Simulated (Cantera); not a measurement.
Feed: 1 mol MgO, 0.015 mol H2O, equilibrated at 1650 K and 0.700 bar.

Method: chemical equilibrium by Gibbs-energy minimisation in Cantera with the NASA 1993 tables (ideal gas, pure condensed phases). Candidate condensed phases: H2O, Mg, MgO, Mg(OH)2; 15 gas species. Kinetics and transport are ignored.

Base state: H2O 0.999, H2 0.000763, O2 0.000337, OH 0.000177 (mole fractions); condensed: MgO(s).

Question: What changes in the equilibrium state with this change: MgO replaced by Si?

Answer: 
```json
[
 {"species": "H2", "before": "0.000763", "after": "0.991"},
 {"species": "SiO", "before": "0", "after": "0.00880"},
 {"species": "H", "before": "3.00e-6", "after": "0.000108"},
 {"species": "H2O", "before": "0.999", "after": "1.41e-5"},
 {"species": "O2", "before": "0.000337", "after": "<1e-9"},
 {"species": "OH", "before": "0.000177", "after": "<1e-9"},
 {"species": "MgO(s), mol", "before": "1.00", "after": "0"},
 {"species": "Si(s), mol", "before": "0", "after": "0.992"},
 {"species": "SiO2(β-quartz), mol", "before": "0", "after": "0.00743"}
]
```
Mutual solubility and eutectic melting of coexisting phases are not modelled. The tables hold silica as quartz up to 1696 K and as liquid above; real silica turns to tridymite and cristobalite and melts near 1996 K. Further candidate phases: Si, SiO2.
